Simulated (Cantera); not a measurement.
An adiabatic, constant-pressure homogeneous reactor starts with 5.03 % CO, 2.77 % H₂, 1.21 % CH₄, 19.1 % O₂, 71.9 % N₂, equivalence ratio 0.33, at 1400 K and 150000 Pa.

Computed with Cantera and GRI-Mech 3.0 (53 species, 325 reactions).

One state of this run: T (K) = 2211; x CO = 0.000938; x H₂ = 0.000144; x CH₄ = <1e-12; x O = 0.000867; x C₂H₆ = <1e-12; x H = 5.93e-5. x: mole fraction; the columns are a selection and need not sum to one.

### Question
Which value of t (s) does it belong to?
(A) 0.000331
(B) 0.00603
(C) 1.00e-6
(D) 7.77e-5

### Answer
B, 0.00603
